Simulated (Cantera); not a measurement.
An isothermal, constant-pressure homogeneous reactor starts with 37.0 % C2H6, 63.0 % N2, at 1725 K and 0.0691 atm.

Cantera simulation using GRI-Mech 3.0 (53 species, 325 reactions); the numbers are that mechanism's predictions, not measurements. GRI-Mech 3.0 stops at C3 and has no aromatics, soot or wall deposition, so with more carbon than oxygen in the feed, carbon stays in small species such as C2H2 where larger ones or solid carbon would form.

One state of this run: x C2H6 = 5.27e-5; x HCN = 9.43e-7; x H = 0.000234; x H2 = 0.320; x C2H2 = 0.182; x CH2 = 8.39e-7; x CH4 = 0.0953. x: mole fraction; the columns are a selection and need not sum to one.

Question: Which value of t (s) does it belong to?
A) 26.6
B) 0.00826
C) 0.0622
D) 72.9

Answer: B, 0.00826
